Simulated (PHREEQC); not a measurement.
2.2 g of hydrous ferric oxide (600 m²/g; 0.2 weak and 0.005 strong sites per Fe, Dzombak-Morel constants, diffuse double layer) in 1 kg of water with 0.01 mol/kgw of an inert sodium salt and 0.024 mmol/kgw Na2SeO4, at 25 °C; the pH is set by adding NaOH or the inert anion's acid. Oxygen is held at 0.21 atm. CO2 from the air is kept out. Precipitation was switched off in this run.

Equilibrium calculation in PHREEQC: ion-association model, wateq4f.dat.

Task: Predict Se sorbed (%), surface charge σ (C/m²) at pH = 4, 9.

Result: 
```tsv
pH	Se sorbed (%)	surface charge σ (C/m²)
4	100.0	0.221
9	0.0	-0.013
```

The oxide is taken as insoluble; below pH 4 it would dissolve.
